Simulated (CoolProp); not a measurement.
The fluid at 298.15 K and 22.6 MPa is throttled through a valve to 3.12 MPa with no heat exchange. The same conditions are run with several fluids, on thermodynamics alone (safety and materials aside).

Model: reference Helmholtz-energy equation of state of each fluid (hydrogen chloride: Thol 2018; ethane: Bücker 2006; propane: Lemmon 2009; n-undecane: Aleksandrov 2011; n-nonane: Lemmon 2006), in CoolProp.

### Question
Rank hydrogen chloride, ethane, propane, n-undecane, n-nonane by temperature change (K), highest first.

### Answer
n-nonane (+8.5), n-undecane (+8.4), propane (+4.2), ethane (-13.5), hydrogen chloride (-17.7)

```tsv
fluid	final phase	final density (kg/m³)
hydrogen chloride	two-phase, vapour fraction 0.100	407
ethane	two-phase, vapour fraction 0.090	260
propane	liquid	492
n-undecane	liquid	732
n-nonane	liquid	710
```
